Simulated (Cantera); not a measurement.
What does this Cantera script print?

```python
import numpy as np
import cantera as ct

gas_names = [...]  # 151 gases of nasa_gas.yaml made of C, H, N, O, Si
cond_names = """
    C(gr) C6H6(L) C7H8(L) C8H18(L),n-octa H2O(s) H2O(L) Si(cr) Si(L) SiC(b) SiO2(Lqz) SiO2(hqz) SiO2(L)
    Si2N2O(s) Si3N4(a)
""".split()


# ... load() reads the species with a 1 bar reference pressure and builds the phases ...
atoms = {
    'SiC': {'Si': 1, 'C': 1},
    'H2O': {'H': 2, 'O': 1},
    'N2': {'N': 2},
}
top_T = {'C(gr)': 4500, 'SiC(b)': 3050, 'Si2N2O(s)': 2100, 'Si3N4(a)': 2400}  # K; cautious upper limits of use, not melting points


# ... equilibrate(T, P, feed) seeds the gas with the atoms and calls Mixture.equilibrate('TP', solver="vcs", rtol=1e-11, max_steps=5000) ...
results = []
T = 1598  # K
P = 7100  # Pa
for m in [1, 1.3, 1.7, 2.1, 2.7, 3.4, 4.3, 5.4, 6.9, 8.7, 11, 14]:
    feed = {'SiC': 1, 'H2O': 1.5, 'N2': m}  # mol
    mix = equilibrate(T, P, feed)
    results.append((T, P, feed, dict(zip(mix.species_names, mix.species_moles))))
    x = sorted(zip(gas.X, gas.species_names), reverse=True)
    print(f"T = {T:g} K  P = {P:g} Pa  n(N2) = {m:g} mol  gas = {mix.phase_moles(0):.4g} mol")
    print("   x: " + "  ".join(f"{s} {v:.3e}" for v, s in x if v > 0.0001))
    print("   condensed (mol): " + ("  ".join(f"{mix.phase(i).name} {mix.phase_moles(i):.4g}"
          for i in range(1, mix.n_phases) if mix.phase_moles(i) > 1e-12) or "none"))
```

Result:

```
T = 1598 K  P = 7100 Pa  n(N2) = 1 mol  gas = 3.002 mol
   x: H2 4.994e-01  CO 3.327e-01  N2 1.667e-01  SiO 6.736e-04  HCN 3.272e-04  H 1.412e-04
   condensed (mol): Si2N2O(s) 0.499
T = 1598 K  P = 7100 Pa  n(N2) = 1.3 mol  gas = 3.302 mol
   x: H2 4.540e-01  CO 3.025e-01  N2 2.424e-01  SiO 5.969e-04  HCN 2.995e-04  H 1.346e-04
   condensed (mol): Si2N2O(s) 0.499
T = 1598 K  P = 7100 Pa  n(N2) = 1.7 mol  gas = 3.702 mol
   x: H2 4.049e-01  N2 3.243e-01  CO 2.698e-01  SiO 5.337e-04  HCN 2.729e-04  H 1.271e-04
   condensed (mol): Si2N2O(s) 0.499
T = 1598 K  P = 7100 Pa  n(N2) = 2.1 mol  gas = 4.102 mol
   x: N2 3.902e-01  H2 3.654e-01  CO 2.435e-01  SiO 4.903e-04  HCN 2.527e-04  H 1.208e-04
   condensed (mol): Si2N2O(s) 0.499
T = 1598 K  P = 7100 Pa  n(N2) = 2.7 mol  gas = 4.702 mol
   x: N2 4.680e-01  H2 3.188e-01  CO 2.124e-01  SiO 4.439e-04  HCN 2.294e-04  H 1.128e-04
   condensed (mol): Si2N2O(s) 0.499
T = 1598 K  P = 7100 Pa  n(N2) = 3.4 mol  gas = 5.402 mol
   x: N2 5.369e-01  H2 2.775e-01  CO 1.849e-01  SiO 4.050e-04  HCN 2.089e-04  H 1.052e-04
   condensed (mol): Si2N2O(s) 0.4989
T = 1598 K  P = 7100 Pa  n(N2) = 4.3 mol  gas = 6.303 mol
   x: N2 6.030e-01  H2 2.378e-01  CO 1.585e-01  SiO 3.683e-04  HCN 1.891e-04
   condensed (mol): Si2N2O(s) 0.4988
T = 1598 K  P = 7100 Pa  n(N2) = 5.4 mol  gas = 7.403 mol
   x: N2 6.620e-01  H2 2.025e-01  CO 1.349e-01  SiO 3.353e-04  HCN 1.711e-04
   condensed (mol): Si2N2O(s) 0.4988
T = 1598 K  P = 7100 Pa  n(N2) = 6.9 mol  gas = 8.903 mol
   x: N2 7.189e-01  H2 1.684e-01  CO 1.122e-01  SiO 3.023e-04  HCN 1.532e-04
   condensed (mol): Si2N2O(s) 0.4987
T = 1598 K  P = 7100 Pa  n(N2) = 8.7 mol  gas = 10.7 mol
   x: N2 7.662e-01  H2 1.400e-01  CO 9.329e-02  SiO 2.734e-04  HCN 1.376e-04
   condensed (mol): Si2N2O(s) 0.4985
T = 1598 K  P = 7100 Pa  n(N2) = 11 mol  gas = 13 mol
   x: N2 8.075e-01  H2 1.153e-01  CO 7.677e-02  SiO 2.464e-04  HCN 1.232e-04
   condensed (mol): Si2N2O(s) 0.4984
T = 1598 K  P = 7100 Pa  n(N2) = 14 mol  gas = 16 mol
   x: N2 8.436e-01  H2 9.364e-02  CO 6.237e-02  SiO 2.208e-04  HCN 1.098e-04
   condensed (mol): Si2N2O(s) 0.4982
```

Cantera equilibrium calculation (NASA polynomials, part measured and part estimated; ideal gas, pure solids and liquids).
